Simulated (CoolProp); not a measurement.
A single-stage vapour-compression cycle with chloromethane (R40): evaporating at 322.15 K (dew point), condensing at 384.15 K (bubble point), superheat 2 K, subcooling 0 K, compressor efficiency 0.75, no pressure losses. Each further row changes one setting.

Model: reference Helmholtz-energy equation of state, Thol 2014, in CoolProp.

```
case                              cooling COP  pressure ratio  discharge temperature (K)  refrigerating effect (kJ/kg)  volumetric capacity (kJ/m³)
--------------------------------  -----------  --------------  -------------------------  ----------------------------  ---------------------------
as stated                                2.70            3.60                      437.1                           226                         5530
evaporating temperature 327.15 K         3.03            3.19                      431.7                           228                         6290
condensing temperature 379.15 K          3.06            3.30                      428.6                           237                         5800
subcooling 5 K                           2.84            3.60                      437.1                           238                         5820
superheat 12 K                           2.69            3.60                      449.4                           238                         5520
compressor efficiency 0.65               2.34            3.60                      446.7                           226                         5530
```
